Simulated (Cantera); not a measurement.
Cantera run:

```python
import numpy as np
import cantera as ct

gas_names = """
    F FO FO2 F2 F2O O O2 O3 Si SiF SiF2 SiF3 SiF4 SiO SiO2 Si2 Si3
""".split()
cond_names = """
    Si(cr) Si(L) SiO2(Lqz) SiO2(hqz) SiO2(L)
""".split()


def load(file, names, dense=False):
    # The tables refer to 1 bar. Condensed volumes are neglected.
    table = {s.name: s for s in ct.Species.list_from_file(file)}
    out = []
    for n in names:
        d = dict(table[n].input_data)
        d["thermo"] = dict(d["thermo"], **{"reference-pressure": 1e5})
        if dense:
            d["equation-of-state"] = {"model": "constant-volume", "density": "1e6 g/cm^3"}
        out.append(ct.Species.from_dict(d))
    return out


gas = ct.Solution(thermo="ideal-gas", species=load("nasa_gas.yaml", gas_names))
cond = {s.name: ct.Solution(thermo="fixed-stoichiometry", species=[s], name=s.name)
        for s in load("nasa_condensed.yaml", cond_names, dense=True)}
atoms = {
    'SiO2': {'Si': 1, 'O': 2},
    'F2': {'F': 2},
    'O2': {'O': 2},
}
top_T = {}  # K; cautious upper limits of use, not melting points


def equilibrate(T, P, feed):
    n = {}
    for name, mol in feed.items():
        for a, k in atoms[name].items():
            n[a] = n.get(a, 0.0) + k * mol
    gas.TPX = T, P, n
    mass = sum(n.values()) * gas.mean_molecular_weight
    gas.equilibrate("TP")
    valid = [c for c in cond.values() if c.min_temp <= T <= top_T.get(c.name, c.max_temp)]
    mix = ct.Mixture([(gas, mass / gas.mean_molecular_weight)] + [(c, 0.0) for c in valid])
    mix.T, mix.P = T, P
    mix.equilibrate("TP", solver="vcs", rtol=1e-11, max_steps=5000)
    return mix


results = []
feed = {'SiO2': 1, 'F2': 4.2, 'O2': 0.13}  # mol
T = 1348  # K
P = 1000  # Pa
mix = equilibrate(T, P, feed)
results.append((T, P, feed, dict(zip(mix.species_names, mix.species_moles))))
print(gas.report(threshold=0.0001))
for i in range(1, mix.n_phases):
    print(f"{mix.phase(i).name:16s} {mix.phase_moles(i):12.5e} mol")
```

Result:

```
       temperature   1348 K
          pressure   1000 Pa
           density   0.0030667 kg/m^3
  mean mol. weight   34.371 kg/kmol
   phase of matter   gas

                          1 kg             1 kmol
                     ---------------   ---------------
          enthalpy       -4.5912e+06        -1.578e+08  J
   internal energy       -4.9173e+06       -1.6901e+08  J
           entropy            8257.9        2.8383e+05  J/K
    Gibbs function       -1.5723e+07       -5.4041e+08  J
 heat capacity c_p            1063.4             36549  J/K
 heat capacity c_v            821.46             28234  J/K

                      mass frac. Y      mole frac. X     chem. pot. / RT
                     ---------------   ---------------   ---------------
                 F           0.37045           0.67019           -18.953
                F2         0.0030165         0.0027287           -37.906
                O2           0.16154           0.17352           -33.799
              SiF4           0.46499           0.15356           -192.41
     [  +13 minor]        9.0341e-06        9.2954e-06

Si(cr)            0.00000e+00 mol
SiO2(hqz)         0.00000e+00 mol
```

Equilibrium computed with Cantera from the NASA thermochemical tables; the gas is ideal and each condensed phase is pure.
